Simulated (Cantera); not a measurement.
Feed: 1 mol n-butane, 0.94 mol CO2, 34 mol H2, held at 0.0100 bar.

Equilibrium computed with Cantera from the NASA thermochemical tables; the gas is ideal and each condensed phase is pure. Candidate condensed phases: C, C6H6, C7H8, C8H18, H2O; 110 gas species. The numbers say what is thermodynamically allowed, not how fast it happens.

Over these rows the condensed part is C(graphite). Partial pressures as log10 of bar:

| T (K) | 1000/T (1/K) | log p CH4 | log p H2 | log p CO |
|---|---|---|---|---|
| 1323 | 0.7559 | -6.21 | -2.02 | -3.34 |
| 1523 | 0.6566 | ? | -2.02 | -3.34 |
| 1723 | 0.5804 | -7.04 | -2.02 | -3.34 |
| 1923 | 0.5200 | -7.33 | -2.02 | -3.34 |
| 2123 | 0.4710 | -7.58 | -2.04 | -3.34 |
| 2323 | 0.4305 | -7.83 | -2.07 | -3.36 |

Problem. Fit log p(CH4) = a + b·(1000/T) to the five rows, give the apparent enthalpy, and predict the row at 1523 K.

Solution. Means: 1000/T = 0.5516, log p = -7.198. Sxy = 0.317894, Sxx = 0.0647281, so b = 4.91 and a = -7.198 − (4.91)×0.5516 = -9.91.
Apparent enthalpy: −19.145 × (4.91) = -94 kJ/mol. With the condensed phases at unit activity, C(graphite) + 2 H2(g) = CH4(g) links this pressure to the main gases: over the six rows their terms move log p by -0.10 in all, so the slope isn't that reaction's ΔH° alone. The five rows lie within 0.03 of the line.
Prediction at 1523 K: -9.91 + (4.91)×0.6566 = -6.69. The computed value is -6.68, 0.01 from the line.
